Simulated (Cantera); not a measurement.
A Cantera script and what it prints.

```python
import numpy as np
import cantera as ct

gas_names = """
    CL CL2 H HCL H2 N NH NH2 NH3 N2 N2H2 N2H4 Si SiCL SiCL2 SiCL3 SiCL4 SiH SiHCL3 SiH2 SiH2CL2 SiH3
    SiH3CL SiH4 SiN Si2 Si2N Si3
""".split()
cond_names = """
    NH4CL(a) NH4CL(b) Si(cr) Si(L) Si3N4(a)
""".split()


# ... load() reads the species with a 1 bar reference pressure and builds the phases ...
atoms = {
    'SiH2Cl2': {'Si': 1, 'H': 2, 'CL': 2},
    'N2': {'N': 2},
    'H2': {'H': 2},
}
top_T = {'Si3N4(a)': 2400}  # K; cautious upper limits of use, not melting points


# ... equilibrate(T, P, feed) seeds the gas with the atoms and calls Mixture.equilibrate('TP', solver="vcs", rtol=1e-11, max_steps=5000) ...
results = []
feed = {'SiH2Cl2': 1, 'N2': 12, 'H2': 13}  # mol
T = 1923.15  # K
for P in [5, 36, 260, 1900, 14000, 100000]:
    mix = equilibrate(T, P, feed)
    results.append((T, P, feed, dict(zip(mix.species_names, mix.species_moles))))

top = {s: max(r[3][s] / sum(r[3][g] for g in gas_names) for r in results) for s in gas_names}
cols = sorted((s for s in top if top[s] > 0.0001), key=lambda s: -top[s])[:8]
seen = [c for c in cond_names if any(r[3].get(c, 0) > 1e-12 for r in results)]
print("log10 of partial pressures in bar; condensed amounts in mol")
print(f"{'P/Pa':>10s}" + "".join(f"{s[:9]:>10s}" for s in cols + seen))
for T, P, feed, n in results:
    ng = sum(n[g] for g in gas_names)
    print(f"{P:10.4g}" + "".join(f"{np.log10(max(n[s] / ng * P / 1e5, 1e-99)):10.3f}" for s in cols)
          + "".join(f"{n.get(c, 0):10.4g}" for c in seen))
```

Result:

```
log10 of partial pressures in bar; condensed amounts in mol
      P/Pa        H2        N2         H       HCL        Si     SiCL2        CL      SiCL     Si(L)  Si3N4(a)
         5    -4.691    -4.689    -5.371    -5.560    -5.806    -7.045    -6.363    -7.380         0         0
        36    -3.787    -3.816    -4.919    -4.740    -5.043    -5.546    -5.995    -6.249         0         0
       260    -2.903    -2.943    -4.477    -3.913    -4.770    -4.504    -5.611    -5.591    0.4463         0
      1900    -2.031    -2.075    -4.041    -3.039    -4.770    -3.627    -5.172    -5.153    0.6221         0
   1.4e+04    -1.154    -1.216    -3.603    -2.158    -4.786    -2.758    -4.730    -4.726         0    0.2188
     1e+05    -0.303    -0.364    -3.177    -1.195    -5.354    -2.251    -4.193    -4.757         0     0.282
```

Method: chemical equilibrium by Gibbs-energy minimisation in Cantera with the NASA 1993 tables (ideal gas, pure condensed phases). The tables' values for SiCl, SiCl3, SiN are old estimates; treat these amounts as uncertain. Gases not in the tables: Si2H6 and higher silanes.
